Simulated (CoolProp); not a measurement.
Vapour pressure (bar) of carbon dioxide: the reference equation beside estimates from Tc = 304.1 K, pc = 73.77 bar, ω = 0.224. Clausius-Clapeyron is anchored at 242.9 K with a constant enthalpy of vaporisation of 13.38 kJ/mol.

Computed with CoolProp (reference Helmholtz-energy equation of state, Span 1996).

| T (K) | reference | Lee-Kesler | Clausius-Clapeyron | van der Waals | Redlich-Kwong | Peng-Robinson |
|---|---|---|---|---|---|---|
| 237.4 | 11.71 | 11.70 | 12.14 | 25.22 | 15.20 | 11.61 |
| 240.1 | 12.87 | 12.86 | 13.11 | 26.59 | 16.50 | 12.76 |
| 242.9 | 14.16 | … | 14.16 | 28.07 | 17.93 | 14.04 |
| 245.7 | 15.54 | 15.51 | 15.27 | 29.59 | 19.45 | 15.41 |
| 248.5 | 17.02 | 16.98 | 16.44 | 31.16 | 21.05 | 16.88 |
| 251.3 | 18.60 | 18.55 | 17.67 | 32.79 | 22.73 | 18.45 |
| 254.1 | 20.28 | 20.22 | 18.96 | 34.47 | 24.51 | … |
| 256.9 | 22.07 | 22.00 | 20.31 | 36.20 | 26.38 | 21.93 |
| 259.7 | 23.98 | 23.89 | 21.73 | 37.98 | 28.35 | 23.83 |
| 262.5 | 26.00 | 25.90 | 23.22 | … | 30.41 | 25.86 |
| 265.2 | 28.07 | 27.95 | 24.71 | 41.64 | 32.49 | 27.94 |
| 268 | 30.33 | 30.21 | 26.33 | 43.59 | 34.75 | 30.22 |
| 270.8 | … | 32.60 | 28.02 | 45.59 | 37.11 | 32.64 |
| 273.6 | 35.27 | 35.12 | 29.77 | 47.65 | 39.58 | 35.20 |
| 276.4 | 37.95 | 37.79 | … | 49.76 | 42.15 | 37.90 |

**Question.** Complete the blanks.

**Answer.** 
- 242.9, Lee-Kesler: 14.14
- 254.1, Peng-Robinson: 20.13
- 262.5, van der Waals: 39.82
- 270.8, reference: 32.73
- 276.4, Clausius-Clapeyron: 31.60

Absolute difference from the reference over all 15 rows, mean and median: Lee-Kesler 0.3 and 0.3 %, Clausius-Clapeyron 8.1 and 8.0 %, van der Waals 67.5 and 64.0 %, Redlich-Kwong 19.9 and 19.5 %, Peng-Robinson 0.6 and 0.6 %.
